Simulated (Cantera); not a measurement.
Cantera run, input and output.

```python
import numpy as np
import cantera as ct

gas = ct.Solution("gri30.yaml")
gas.TPX = 1800, 7000, {'NO': 1, 'N2': 0.19}
reactor = ct.IdealGasConstPressureReactor(gas, energy="off", clone=False)
net = ct.ReactorNet([reactor])
net.rtol, net.atol = 1e-08, 1e-18
show = ['NO', 'O2', 'N2O', 'N2', 'NO2', 'O']
times = np.geomspace(2e-06, 40, 12)

steps = ct.SolutionArray(gas, extra=["t"])
rows = []
print(f"{'t/s':>10s}{'T/K':>9s}{'P/Pa':>11s}" + "".join(f"{s:>11s}" for s in show))
for t in times:
    while net.time < t:
        t_next = net.step()
        steps.append(gas.state, t=t_next)
    rows.append([np.interp(t, steps.t, y) for y in (steps.T, steps.P, *steps(*show).X.T)])
    print(f"{t:10.3e}{rows[-1][0]:9.1f}{rows[-1][1]:11.4g}" + "".join(f"{x:11.3e}" for x in rows[-1][2:]))
rate = np.gradient(steps.T, steps.t)
print("integrator steps:", len(steps.t))
if steps.T.max() > steps.T[0] + 200:
    print(f"time of steepest temperature rise: {steps.t[rate.argmax()]:.4e} s")
gas.TPX = 1800, 7000, {'NO': 1, 'N2': 0.19}
gas.equilibrate("TP")
print(f"equilibrium (TP): T = {gas.T:.1f} K  " + "  ".join(f"{s} {gas[s].X[0]:.3e}" for s in show))
```

It prints:

```
       t/s      T/K       P/Pa         NO         O2        N2O         N2        NO2          O
 2.000e-06   1800.0       7000  8.403e-01  7.108e-13  2.288e-08  1.597e-01  1.168e-11  2.287e-08
 9.221e-06   1800.0       7000  8.403e-01  1.510e-11  1.055e-07  1.597e-01  2.480e-10  1.052e-07
 4.251e-05   1800.0       7000  8.403e-01  3.145e-10  4.859e-07  1.597e-01  5.154e-09  4.815e-07
 1.960e-04   1800.0       7000  8.403e-01  6.563e-09  2.233e-06  1.597e-01  1.060e-07  2.144e-06
 9.035e-04   1800.0       7000  8.403e-01  1.340e-07  1.015e-05  1.597e-01  1.935e-06  8.565e-06
 4.166e-03   1800.0       7000  8.402e-01  3.497e-06  4.385e-05  1.597e-01  2.280e-05  2.542e-05
 1.920e-02   1800.0       7000  8.399e-01  9.822e-05  1.511e-04  1.598e-01  8.113e-05  4.860e-05
 8.854e-02   1800.0       7000  8.381e-01  9.180e-04  2.620e-04  1.606e-01  9.921e-05  5.884e-05
 4.082e-01   1800.0       7000  8.299e-01  5.005e-03  2.602e-04  1.647e-01  1.197e-04  6.692e-05
 1.882e+00   1800.0       7000  7.926e-01  2.358e-02  2.298e-04  1.833e-01  1.836e-04  9.330e-05
 8.676e+00   1800.0       7000  6.415e-01  9.903e-02  1.398e-04  2.589e-01  2.873e-04  1.577e-04
 4.000e+01   1800.0       7000  2.729e-01  2.834e-01  2.297e-05  4.432e-01  2.086e-04  2.502e-04
integrator steps: 779
equilibrium (TP): T = 1800.0 K  NO 5.037e-03  O2 4.174e-01  N2O 6.554e-08  N2 5.772e-01  NO2 4.704e-06  O 2.989e-04
```

Detailed kinetics in Cantera: GRI-Mech 3.0 (53 species, 325 reactions).
